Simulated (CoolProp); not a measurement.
A single-stage vapour-compression cycle with R410A: evaporating at 273.15 K (dew point), condensing at 303.15 K (bubble point), superheat 0 K, subcooling 8 K, compressor efficiency 0.75, no pressure losses. Each further row changes one setting.

Computed with CoolProp (reference Helmholtz-energy equation of state, Lemmon 2003). It is a pseudo-pure fit of the blend.

```json
[
 {"case": "as stated", "cooling COP": "6.01", "pressure ratio": "2.37", "discharge temperature (K)": "322.7", "refrigerating effect (kJ/kg)": "187", "volumetric capacity (kJ/m³)": "5710"},
 {"case": "evaporating temperature 278.15 K", "cooling COP": "7.49", "pressure ratio": "2.02", "discharge temperature (K)": "319.0", "refrigerating effect (kJ/kg)": "188", "volumetric capacity (kJ/m³)": "6750"},
 {"case": "condensing temperature 298.15 K", "cooling COP": "7.43", "pressure ratio": "2.08", "discharge temperature (K)": "314.8", "refrigerating effect (kJ/kg)": "195", "volumetric capacity (kJ/m³)": "5960"},
 {"case": "subcooling 13 K", "cooling COP": "6.27", "pressure ratio": "2.37", "discharge temperature (K)": "322.7", "refrigerating effect (kJ/kg)": "195", "volumetric capacity (kJ/m³)": "5960"},
 {"case": "superheat 10 K", "cooling COP": "[?]", "pressure ratio": "2.37", "discharge temperature (K)": "333.8", "refrigerating effect (kJ/kg)": "197", "volumetric capacity (kJ/m³)": "[?]"},
 {"case": "compressor efficiency 0.65", "cooling COP": "[?]", "pressure ratio": "2.37", "discharge temperature (K)": "326.7", "refrigerating effect (kJ/kg)": "187", "volumetric capacity (kJ/m³)": "5710"}
]
```

**Question.** Fill in the missing entries.

**Answer.** 
- superheat 10 K, cooling COP: 5.93
- superheat 10 K, volumetric capacity (kJ/m³): 5650
- compressor efficiency 0.65, cooling COP: 5.21
